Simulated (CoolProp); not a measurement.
Values from CoolProp's reference Helmholtz-energy equation of state, Penoncello 2003.

Problem. For CHF3 (R23), give the phase and the conductivity (mW/(m K)), Prandtl number, fugacity coefficient at 187.3 K and 6.07 MPa; 345.5 K and 6.07 MPa.

Solution. 
- 187.3 K and 6.07 MPa: liquid; conductivity 141, Prandtl number 2.95, fugacity coefficient 0.0154
- 345.5 K and 6.07 MPa: supercritical; conductivity 26.4, Prandtl number 1.07, fugacity coefficient 0.746

Viscosity comes from a separate model (Shan 2000). Thermal conductivity comes from a separate model (Shan 2000).
